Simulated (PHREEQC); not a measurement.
Solution (25 °C): 0.026 mol Cu(BF4)2, 0.034 mol HCl and 0.059 mol H3BO3 per kg of water. Closed to the air; pH follows from the charge balance.

Computed with PHREEQC (ion-association model, wateq4f.dat).

No solid was allowed to form.

### Question
Predict the pH, ionic strength.

### Answer
pH 1.55; ionic strength 0.111 mol/kgw.

### Question
In which forms is Cl present?

### Answer
Cl- 97 %, CuCl+ 2.5 % of the Cl.

Complexes and solids missing from the database can't appear. Real BF4- forms and hydrolyses slowly; the run takes it at equilibrium.
